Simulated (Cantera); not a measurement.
A closed system holds: 1 mol AlN, a varied amount of H2O, 0.79 mol H2, at 2050 K and 0.100 bar.

Method: chemical equilibrium by Gibbs-energy minimisation in Cantera with the NASA 1993 tables (ideal gas, pure condensed phases). Candidate condensed phases: Al, AlN, Al2O3, H2O; 35 gas species. Gases not in the tables: Al(OH)3. Kinetics and transport are ignored.

Task: At 6.3 mol H2O, list the 4 most abundant gas species with their mole fractions, and the condensed phases.

Result: H2O 0.630, H2 0.300, N2 0.0657, H 0.00393. Condensed: Al2O3(s).
